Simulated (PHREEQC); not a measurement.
Make-up at 20 °C: 0.0017 mol HF, 0.0025 mol CsF and 0.0002 mol (NH4)2SiF6 per kg of water. Closed to the air; pH follows from the charge balance.

The numbers come from PHREEQC with the ion-association model, wateq4f.dat.

Precipitation was switched off in this run.

Question: Order these F species by the share of F that they hold, largest first: HF2-, F-, SiF6-2, H2F2, HF.

Answer: F- (53 %), HF (25 %), SiF6-2 (21 %), HF2- (0.52 %), H2F2 (0.20 %)

The pH is 3.44 and the ionic strength 0.00347 mol/kgw. SiF6-2 is the database's only silicon fluoride.
